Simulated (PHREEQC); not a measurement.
**Leach liquor with hard or scaling water: speciation**

Solution A (5.4 mmol/kgw H2SO4, 2.9 mmol/kgw MnSO4 and 46 mmol/kgw Na2SO4) is mixed with solution B (0.0011 mol/kgw CaSO4, 0.00092 mol/kgw Na2SO4 and 0.078 mol/kgw NaCl) at 66 °C; shares are by mass of water, 1 kg in all. The system is closed to CO2. Nothing may precipitate in this run.

The series has 11 steps of share of solution B, from 0 to 1.

All values are PHREEQC results (Pitzer model, pitzer.dat), not measurements.

Problem. Between which two steps does the pH jump most, and from what to what?

Solution. Between share of solution B = 0.9 and 1: from 3.30 to 6.47.

At this temperature some constants are extrapolated from 25 °C, and those without enthalpy data are left unchanged.
